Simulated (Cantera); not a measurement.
# Low-pressure radical oxidation in H2/O2

A perfectly stirred reactor is fed with H2 : O2 = 0.29 : 1 (molar parts), at 610 Pa; it is held at 1350 K, and followed from long to short residence time.

Cantera simulation using the H2/O2 subset of GRI-Mech 3.0, which has no nitrogen chemistry; the numbers are that mechanism's predictions, not measurements. Radical loss at walls, strong at low pressure, is not modelled. The temperature is held fixed by assumption; the heat of reaction is taken as removed at once.

```csv
τ (s),x H2,x O2,x HO2,x H2O,x OH
3.5,0.000972,0.739,1.81e-6,0.248,0.00491
1.7,0.00154,0.736,2.24e-6,0.245,0.00618
0.84,0.00239,0.730,2.63e-6,0.241,0.00769
0.41,0.00367,0.721,2.95e-6,0.235,0.00947
0.20,0.00541,0.709,3.15e-6,0.226,0.0114
0.099,0.00750,0.693,3.22e-6,0.213,0.0133
0.048,0.00975,0.676,3.16e-6,0.198,0.0148
0.024,0.0118,0.661,3.06e-6,0.186,0.0159
0.012,0.0139,0.652,2.97e-6,0.176,0.0167
0.0057,0.0171,0.648,2.90e-6,0.167,0.0175
```
x: mole fraction; the columns are a selection and need not sum to one.
